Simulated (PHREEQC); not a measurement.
Consider water at 20 °C with 0.24 mol NH3 and 0.0048 mol KH2PO4 per kg of water. Closed to the air; pH follows from the charge balance.

All values are PHREEQC results (ion-association model, phreeqc.dat), not measurements.

| quantity | before | after |
|---|---|---|
| pH | 11.05 | 10.81 |
| ionic strength (mol/kgw) | 0.0164 | 0.0308 |
| KHPO4- (mol/kgw) | 2.48e-5 | 8.68e-5 |
| H2PO4- (mol/kgw) | 4.50e-7 | 1.41e-6 |

Name the change that produced these shifts.
A. NH3 from 0.24 to 0.216 mol/kgw
B. KH2PO4 from 0.0048 to 0.0096 mol/kgw
C. NH3 left out
D. KH2PO4 from 0.0048 to 0.00432 mol/kgw

B, KH2PO4 from 0.0048 to 0.0096 mol/kgw

Precipitation was switched off in this run.
